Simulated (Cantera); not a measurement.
Standard-state values (1 bar) from the NASA 1993 polynomials, evaluated with Cantera. Values are per mole of reaction as written; species without (g) are pure solids or liquids, kept so even where they would boil at 1 bar.

2 H(g) + PbI₂(g) → Pb + 2 HI(g)

| T (K) | ΔH° (kJ) | ΔS° (J/K) | ΔG° (kJ) | log10 K |
|---|---|---|---|---|
| 1175 | -382.0 | -115.4 | -246.4 | 10.95 |
| 1250 | -382.2 | -115.6 | -237.7 | 9.93 |
| 1325 | -382.3 | -115.7 | -229.0 | 9.03 |
| 1400 | -382.4 | -115.7 | -220.4 | 8.22 |
| 1475 | [?] | [?] | [?] | [?] |
| 1550 | -382.5 | -115.8 | -203.0 | 6.84 |
| 1625 | [?] | [?] | [?] | [?] |
| 1700 | -382.5 | -115.8 | -185.6 | 5.70 |
| 1775 | [?] | [?] | [?] | [?] |

Fill in the missing entries.


- 1475, ΔH° (kJ): -382.5
- 1475, ΔS° (J/K): -115.8
- 1475, ΔG° (kJ): -211.7
- 1475, log10 K: 7.50
- 1625, ΔH° (kJ): -382.5
- 1625, ΔS° (J/K): -115.8
- 1625, ΔG° (kJ): -194.3
- 1625, log10 K: 6.25
- 1775, ΔH° (kJ): -382.4
- 1775, ΔS° (J/K): -115.8
- 1775, ΔG° (kJ): -176.9
- 1775, log10 K: 5.21
